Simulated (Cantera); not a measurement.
Input (Python, Cantera):

```python
import numpy as np
import cantera as ct

gas = ct.Solution("SiF4_NH3_mec.yaml", "gas")
gas.TPX = 1675, 13332, {'NH3': 1, 'H2': 11}
inlet = ct.Reservoir(gas, clone=True)

reactor = ct.IdealGasConstPressureReactor(gas, energy="off", clone=False)
exhaust = ct.Reservoir(gas, clone=True)
tau = [12, 4.1, 1.4, 0.45, 0.15, 0.049, 0.016, 0.0053, 0.0017, 0.00058][0]
for a, b in ((inlet, reactor), (reactor, exhaust)):
    ct.MassFlowController(a, b, mdot=lambda t: reactor.mass / tau)
net = ct.ReactorNet([reactor])
show = ['NH3', 'H2', 'NH2', 'NH', 'N', 'H']

rows = []
print(f"{'tau/s':>10s}{'T/K':>9s}" + "".join(f"{s:>11s}" for s in show))
for tau in [12, 4.1, 1.4, 0.45, 0.15, 0.049, 0.016, 0.0053, 0.0017, 0.00058]:
    net.initial_time = 0.0
    net.advance(30 * tau)
    before = gas.X
    net.advance(40 * tau)
    drift = np.max(np.abs(gas.X - before) / (gas.X + 1e-9))
    rows.append([gas.T, *gas[show].X, drift])
    print(f"{tau:10.3e}{gas.T:9.1f}" + "".join(f"{x:11.3e}" for x in gas[show].X))
```

Output:

```
     tau/s      T/K        NH3         H2        NH2         NH          N          H
 1.200e+01   1675.0  5.829e-02  9.300e-01  2.897e-05  3.575e-07  2.482e-08  1.850e-04
 4.100e+00   1675.0  7.207e-02  9.225e-01  3.379e-05  3.931e-07  2.571e-08  1.731e-04
 1.400e+00   1675.0  7.907e-02  9.188e-01  3.581e-05  4.023e-07  2.540e-08  1.666e-04
 4.500e-01   1675.0  8.198e-02  9.172e-01  3.559e-05  3.833e-07  2.320e-08  1.594e-04
 1.500e-01   1675.0  8.295e-02  9.167e-01  3.247e-05  3.155e-07  1.724e-08  1.437e-04
 4.900e-02   1675.0  8.326e-02  9.166e-01  2.329e-05  1.619e-07  6.335e-09  1.026e-04
 1.600e-02   1675.0  8.332e-02  9.166e-01  1.014e-05  3.073e-08  5.249e-10  4.465e-05
 5.300e-03   1675.0  8.333e-02  9.167e-01  3.472e-06  3.603e-09  2.109e-11  1.528e-05
 1.700e-03   1675.0  8.333e-02  9.167e-01  1.118e-06  3.728e-10  7.012e-13  4.915e-06
 5.800e-04   1675.0  8.333e-02  9.167e-01  3.826e-07  4.338e-11  2.770e-14  1.676e-06
```

Model: the gas-phase N/H chemistry of the illustrative SiF4/NH3 mechanism in the Surface Chemkin manual (1991), integrated in Cantera. Walls and surfaces, which speed up NH3 decomposition in real reactors, are not modelled.
